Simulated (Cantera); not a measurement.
What does this Cantera script print?

```python
import numpy as np
import cantera as ct

gas_names = """
    CL CL2 H HCL H2 N NH NH2 NH3 N2 N2H2 N2H4 Si SiCL SiCL2 SiCL3 SiCL4 SiH SiHCL3 SiH2 SiH2CL2 SiH3
    SiH3CL SiH4 SiN Si2 Si2N Si3
""".split()
cond_names = """
    NH4CL(a) NH4CL(b) Si(cr) Si(L) Si3N4(a)
""".split()


# ... load() reads the species with a 1 bar reference pressure and builds the phases ...
atoms = {
    'SiHCl3': {'Si': 1, 'H': 1, 'CL': 3},
    'N2': {'N': 2},
}
top_T = {'Si3N4(a)': 2400}  # K; cautious upper limits of use, not melting points


# ... equilibrate(T, P, feed) seeds the gas with the atoms and calls Mixture.equilibrate('TP', solver="vcs", rtol=1e-11, max_steps=5000) ...
results = []
feed = {'SiHCl3': 1, 'N2': 11}  # mol
P = 34000  # Pa
for T in [1400, 1450, 1500, 1550, 1600, 1650, 1700, 1750]:
    mix = equilibrate(T, P, feed)
    results.append((T, P, feed, dict(zip(mix.species_names, mix.species_moles))))
    x = sorted(zip(gas.X, gas.species_names), reverse=True)
    print(f"T = {T:g} K  P = {P:g} Pa  gas = {mix.phase_moles(0):.4g} mol")
    print("   x: " + "  ".join(f"{s} {v:.3e}" for v, s in x if v > 1e-05))
    print("   condensed (mol): " + ("  ".join(f"{mix.phase(i).name} {mix.phase_moles(i):.4g}"
          for i in range(1, mix.n_phases) if mix.phase_moles(i) > 1e-12) or "none"))
```

Output:

```
T = 1400 K  P = 34000 Pa  gas = 12.19 mol
   x: N2 8.786e-01  HCL 6.883e-02  SiCL4 4.047e-02  H2 6.473e-03  SiCL3 3.842e-03  SiCL2 1.549e-03  SiHCL3 2.694e-04
   condensed (mol): Si3N4(a) 0.1459
T = 1450 K  P = 34000 Pa  gas = 12.22 mol
   x: N2 8.774e-01  HCL 6.878e-02  SiCL4 3.781e-02  H2 6.383e-03  SiCL3 5.932e-03  SiCL2 3.400e-03  SiHCL3 3.025e-04  CL 1.137e-05
   condensed (mol): Si3N4(a) 0.1401
T = 1500 K  P = 34000 Pa  gas = 12.27 mol
   x: N2 8.755e-01  HCL 6.840e-02  SiCL4 3.389e-02  SiCL3 8.587e-03  SiCL2 6.909e-03  H2 6.390e-03  SiHCL3 3.279e-04  CL 2.082e-05
   condensed (mol): Si3N4(a) 0.13
T = 1550 K  P = 34000 Pa  gas = 12.34 mol
   x: N2 8.726e-01  HCL 6.759e-02  SiCL4 2.850e-02  SiCL2 1.293e-02  SiCL3 1.150e-02  H2 6.537e-03  SiHCL3 3.390e-04  CL 3.604e-05
   condensed (mol): Si3N4(a) 0.1141
T = 1600 K  P = 34000 Pa  gas = 12.45 mol
   x: N2 8.686e-01  HCL 6.617e-02  SiCL2 2.208e-02  SiCL4 2.188e-02  SiCL3 1.400e-02  H2 6.894e-03  SiHCL3 3.291e-04  CL 5.877e-05
   condensed (mol): Si3N4(a) 0.09136
T = 1650 K  P = 34000 Pa  gas = 12.59 mol
   x: N2 8.639e-01  HCL 6.402e-02  SiCL2 3.407e-02  SiCL3 1.520e-02  SiCL4 1.489e-02  H2 7.556e-03  SiHCL3 2.952e-04  CL 8.995e-05  H 1.354e-05
   condensed (mol): Si3N4(a) 0.06285
T = 1700 K  P = 34000 Pa  gas = 12.73 mol
   x: N2 8.592e-01  HCL 6.105e-02  SiCL2 4.729e-02  SiCL3 1.459e-02  SiCL4 8.862e-03  H2 8.626e-03  SiHCL3 2.423e-04  CL 1.291e-04  H 2.347e-05
   condensed (mol): Si3N4(a) 0.03216
T = 1750 K  P = 34000 Pa  gas = 12.85 mol
   x: N2 8.554e-01  SiCL2 5.961e-02  HCL 5.729e-02  SiCL3 1.251e-02  H2 1.015e-02  SiCL4 4.666e-03  SiHCL3 1.828e-04  CL 1.749e-04  H 4.018e-05
   condensed (mol): Si3N4(a) 0.003565
```

Equilibrium computed with Cantera from the NASA thermochemical tables; the gas is ideal and each condensed phase is pure. N2 is the only nitrogen source here; it is nearly inert below about 1500 K, so the nitride shown seldom forms there in practice. The tables' values for SiCl3 are old estimates; treat these amounts as uncertain.
